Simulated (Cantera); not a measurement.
Input: 1 mol PbO, 2.3 mol CO, 7.1 mol H₂, 0.52 mol CH₄, equilibrated at 800 K and 13.0 Pa.

Cantera equilibrium calculation (NASA polynomials, part measured and part estimated; ideal gas, pure solids and liquids). Candidate condensed phases: C, C₆H₆, C₇H₈, C₈H₁₈, H₂O, Pb, PbO, PbO₂, Pb₃O₄; 113 gas species. The numbers say what is thermodynamically allowed, not how fast it happens.

Base state: H₂ 0.724, CO 0.232, CO₂ 0.0252, H₂O 0.0186, Pb 0.000473 (mole fractions); condensed: Pb(l).

Problem. What changes in the equilibrium state with this change: temperature from 800 K to 2348.15 K?

Solution. 
```
species       before     after
----------  --------  --------
H              <1e-9     0.514
H₂             0.724     0.225
CO             0.232     0.171
Pb          0.000473    0.0611
CO₂           0.0252   0.00179
H₂O           0.0186    0.0136
O              <1e-9   0.00823
OH             <1e-9   0.00533
O₂             <1e-9  0.000206
PbO            <1e-9   4.96e-5
Pb(l), mol     0.995         0
```
